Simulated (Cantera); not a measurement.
# Low-pressure radical oxidation in H2/O2

An isothermal, constant-pressure homogeneous reactor starts with 6.54 % H2, 93.5 % O2, equivalence ratio 0.035, at 1275 K and 0.0263 atm.

Model: the H2/O2 subset of GRI-Mech 3.0, which has no nitrogen chemistry, integrated in Cantera. Radical loss at walls, strong at low pressure, is not modelled. The temperature is held fixed by assumption; the heat of reaction is taken as removed at once.

```tsv
t (s)	x H2	x O2	x OH	x H	x H2O2	x HO2
3.00e-5	0.0654	0.935	6.32e-9	8.57e-9	3.77e-12	1.28e-8
0.000214	0.0654	0.935	7.14e-7	5.50e-7	1.90e-10	9.56e-8
0.00152	0.00140	0.887	0.00536	0.0102	2.00e-7	6.80e-6
0.0109	0.000620	0.913	0.00363	0.00291	1.91e-7	5.56e-6
0.0775	4.00e-5	0.931	0.000929	4.58e-5	7.87e-8	1.39e-6
0.552	1.40e-6	0.932	0.000176	3.05e-7	1.15e-8	1.00e-7
3.94	9.79e-8	0.932	4.68e-5	5.78e-9	1.48e-9	2.23e-8
28.1	2.44e-8	0.932	2.34e-5	7.26e-10	4.89e-10	2.96e-8
200	2.38e-8	0.932	2.32e-5	7.02e-10	4.81e-10	2.99e-8
```
x: mole fraction; the columns are a selection and need not sum to one.

Equilibrium at this temperature and pressure: H2 2.38e-8, O2 0.932, OH 2.32e-5, H 7.02e-10, H2O2 4.81e-10, HO2 2.99e-8 (gas phase only).
